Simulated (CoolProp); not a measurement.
Vapour-liquid equilibrium of R22 (1) + R134a (2) at 319 kPa; x and y are mole fractions of (1).

Model: multi-fluid Helmholtz-energy mixture model, Kamei 1995 and Tillner-Roth 1994; pair parameters Bell 2016, in CoolProp.

```
x      bubble temperature, mixture model (K)  bubble temperature, Raoult's law (K)  y, mixture model  y, Raoult's law
-----  -------------------------------------  ------------------------------------  ----------------  ---------------
0.05                                   274.3                                 274.6             0.086            0.082
0.125                                  272.6                                 273.2             0.203            0.195
0.2                                    271.1                                 271.9             0.305            0.299
0.275                                  269.7                                 270.6             0.396            0.394
0.35                                   268.4                                 269.3             0.479            0.482
0.425                                  267.2                                 268.1             0.554            0.562
0.5                                    266.1                                 267.0             0.623            0.635
0.575                                  265.0                                 265.9             0.688            0.703
0.65                                   264.1                                 264.8             0.749            0.765
0.725                                  263.1                                 263.7             0.806            0.823
0.8                                    262.3                                 262.7             0.861            0.876
0.875                                  261.5                                 261.7             0.915            0.926
0.95                                   260.7                                 260.8             0.966            0.971
```

The largest gap from Raoult's law is -0.9 K in bubble temperature, at x = 0.35. No azeotrope shows between x = 0.05 and 0.95.

Pair parameters are fitted to limited data, so mixtures are less certain than the pure fluids.
